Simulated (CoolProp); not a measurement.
The fluoroketone C6F12O (FK-5-1-12) along the isotherm 488.7 K: fugacity coefficient from the reference equation and from simpler models built on Tc = 441.8 K, pc = 1869 kPa, ω = 0.471; each cubic takes its own stable root.

Values from CoolProp's reference Helmholtz-energy equation of state, McLinden 2015.

```
p (kPa)          phase  reference  van der Waals  Redlich-Kwong
-------  -------------  ---------  -------------  -------------
312                gas     0.9605         0.9615         0.9581
623                gas     0.9221         0.9234         0.9171
935                gas     0.8846            [?]         0.8768
1250               gas     0.8475         0.8470         0.8368
1560               gas     0.8117         0.8092         0.7980
1870     supercritical     0.7765         0.7711         0.7598
2180     supercritical     0.7419         0.7323         0.7221
2490     supercritical        [?]            [?]         0.6848
2800     supercritical     0.6748         0.6521         0.6482
3120     supercritical        [?]         0.6143         0.6126
3430     supercritical     0.6117         0.5828         0.5814
3740     supercritical     0.5838         0.5560         0.5538
4050     supercritical     0.5587         0.5332         0.5297
4360     supercritical     0.5363         0.5136         0.5087
4670     supercritical     0.5164         0.4967         0.4902
```

Q: Some entries are withheld; supply them.

A: 
- 935, van der Waals: 0.8853
- 2490, reference: 0.7079
- 2490, van der Waals: 0.6923
- 3120, reference: 0.6419
